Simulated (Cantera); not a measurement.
A Cantera script and its output.

```python
import numpy as np
import cantera as ct

gas = ct.Solution("h2o2.yaml")
gas.TPX = 950, 2500, {'H2': 0.12, 'O2': 1}
reactor = ct.IdealGasConstPressureReactor(gas, energy="off", clone=False)
net = ct.ReactorNet([reactor])
net.rtol, net.atol = 1e-08, 1e-18
show = ['H2', 'O2', 'H', 'H2O2', 'H2O']
times = np.geomspace(5e-06, 100, 13)

steps = ct.SolutionArray(gas, extra=["t"])
rows = []
print(f"{'t/s':>10s}{'T/K':>9s}{'P/Pa':>11s}" + "".join(f"{s:>11s}" for s in show))
for t in times:
    while net.time < t:
        t_next = net.step()
        steps.append(gas.state, t=t_next)
    rows.append([np.interp(t, steps.t, y) for y in (steps.T, steps.P, *steps(*show).X.T)])
    print(f"{t:10.3e}{rows[-1][0]:9.1f}{rows[-1][1]:11.4g}" + "".join(f"{x:11.3e}" for x in rows[-1][2:]))
rate = np.gradient(steps.T, steps.t)
print("integrator steps:", len(steps.t))
if steps.T.max() > steps.T[0] + 200:
    print(f"time of steepest temperature rise: {steps.t[rate.argmax()]:.4e} s")
gas.TPX = 950, 2500, {'H2': 0.12, 'O2': 1}
gas.equilibrate("TP")
print(f"equilibrium (TP): T = {gas.T:.1f} K  " + "  ".join(f"{s} {gas[s].X[0]:.3e}" for s in show))
```

Result:

```
       t/s      T/K       P/Pa         H2         O2          H       H2O2        H2O
 5.000e-06    950.0       2500  1.071e-01  8.929e-01  2.016e-12  5.592e-18  2.786e-15
 2.030e-05    950.0       2500  1.071e-01  8.929e-01  7.786e-12  9.212e-17  1.600e-13
 8.238e-05    950.0       2500  1.071e-01  8.929e-01  3.053e-11  1.530e-15  7.022e-12
 3.344e-04    950.0       2500  1.071e-01  8.929e-01  2.428e-10  2.618e-14  2.899e-10
 1.357e-03    950.0       2500  1.071e-01  8.929e-01  1.354e-07  2.021e-12  2.523e-07
 5.509e-03    950.0       2500  6.176e-03  8.701e-01  1.277e-02  7.686e-07  9.716e-02
 2.236e-02    950.0       2500  2.507e-04  8.863e-01  3.728e-05  3.683e-07  1.128e-01
 9.076e-02    950.0       2500  2.325e-05  8.867e-01  6.556e-07  1.500e-07  1.132e-01
 3.684e-01    950.0       2500  1.555e-06  8.868e-01  2.012e-08  4.835e-08  1.132e-01
 1.495e+00    950.0       2500  6.285e-08  8.868e-01  9.432e-10  1.390e-08  1.132e-01
 6.070e+00    950.0       2500  5.298e-09  8.868e-01  7.159e-11  4.027e-09  1.132e-01
 2.464e+01    950.0       2500  9.791e-10  8.868e-01  7.018e-12  1.155e-09  1.132e-01
 1.000e+02    950.0       2500  2.121e-10  8.868e-01  7.670e-13  3.157e-10  1.132e-01
integrator steps: 1853
equilibrium (TP): T = 950.0 K  H2 1.394e-11  O2 8.868e-01  H 1.323e-14  H2O2 2.421e-11  H2O 1.132e-01
```

Computed with Cantera and the H2/O2 subset of GRI-Mech 3.0, which has no nitrogen chemistry. Radical loss at walls, strong at low pressure, is not modelled. The temperature is held fixed by assumption; the heat of reaction is taken as removed at once.
